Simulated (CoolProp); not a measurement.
Vapour-liquid equilibrium of dimethyl ether (1) + n-pentane (2) at 270.2 K; x and y are mole fractions of (1).

Computed with CoolProp (multi-fluid Helmholtz-energy mixture model, Wu 2011 and Thol 2019; pair parameters Bell 2016).

Q: Give the bubble pressure and the first vapour's composition at x = 0.2, 0.35, 0.65. Is there an azeotrope?

A: x = 0.2: 65.62 kPa, y = 0.747; x = 0.35: 114.1 kPa, y = 0.885; x = 0.65: 186.0 kPa, y = 0.956. No azeotrope shows between x = 0.05 and 0.95.

The pair parameters rest on a limited set of measurements; away from them the model extrapolates. The gap from Raoult's law changes sign with composition, which may be real or a fault of the pair parameters; it wasn't checked against measurements.
